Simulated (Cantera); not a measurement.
A perfectly stirred reactor is fed with C2H6 : N2 = 1 : 5.7 (molar parts), at 42.8 Torr; it is held at 1000 K, and followed from long to short residence time.

Model: GRI-Mech 3.0 (53 species, 325 reactions), integrated in Cantera. GRI-Mech 3.0 stops at C3 and has no aromatics, soot or wall deposition, so with more carbon than oxygen in the feed, carbon stays in small species such as C2H2 where larger ones or solid carbon would form.

**Question.** What does this change do: temperature 1000 to 1300 K?

**Answer.** 
| quantity | before | after |
|---|---|---|
| x(C2H6) at τ = 26.0 s | 0.0301 | 0.000170 |
| x(CH3) at τ = 26.0 s | 5.00e-7 | 2.51e-5 |
| x(C2H) at τ = 26.0 s | <1e-12 | 2.37e-9 |
| x(C2H4) at τ = 26.0 s | 0.0947 | 0.00501 |
| x(H2) at τ = 26.0 s | 0.101 | 0.195 |
| x(C2H6) at τ = 0.340 s | 0.144 | 0.00530 |
| x(CH3) at τ = 0.340 s | 9.18e-7 | 0.000137 |
| x(C2H) at τ = 0.340 s | <1e-12 | 4.93e-9 |
| x(C2H4) at τ = 0.340 s | 0.00465 | 0.0346 |
| x(H2) at τ = 0.340 s | 0.00460 | 0.149 |

**Question.** What does this change do: N2 5.7 to 9 parts?

**Answer.** 
```json
[
 {"quantity": "x(C2H6) at τ = 26.0 s", "before": "0.0301", "after": "0.0208"},
 {"quantity": "x(CH3) at τ = 26.0 s", "before": "5.00e-7", "after": "4.63e-7"},
 {"quantity": "x(C2H) at τ = 26.0 s", "before": "<1e-12", "after": "<1e-12"},
 {"quantity": "x(C2H4) at τ = 26.0 s", "before": "0.0947", "after": "0.0650"},
 {"quantity": "x(H2) at τ = 26.0 s", "before": "0.101", "after": "0.0708"},
 {"quantity": "x(C2H6) at τ = 0.340 s", "before": "0.144", "after": "0.0967"},
 {"quantity": "x(CH3) at τ = 0.340 s", "before": "9.18e-7", "after": "8.51e-7"},
 {"quantity": "x(C2H) at τ = 0.340 s", "before": "<1e-12", "after": "<1e-12"},
 {"quantity": "x(C2H4) at τ = 0.340 s", "before": "0.00465", "after": "0.00295"},
 {"quantity": "x(H2) at τ = 0.340 s", "before": "0.00460", "after": "0.00292"}
]
```
